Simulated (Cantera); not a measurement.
Feed: 1 mol SiH4, 1.6 mol H2O, 5.1 mol H2, at 1.00 bar.

Equilibrium computed with Cantera from the NASA thermochemical tables; the gas is ideal and each condensed phase is pure. Candidate condensed phases: H2O, Si, SiO2; 18 gas species. The tables hold silica as quartz up to 1696 K and as liquid above; real silica turns to tridymite and cristobalite and melts near 1996 K. Gases not in the tables: Si2H6 and higher silanes. The numbers say what is thermodynamically allowed, not how fast it happens.

Problem. At 1875 K, list the 4 most abundant gas species with their mole fractions, and the condensed phases.

Solution. H2 0.955, SiO 0.0441, H 0.000641, H2O 0.000193. Condensed: SiO2(condensed).
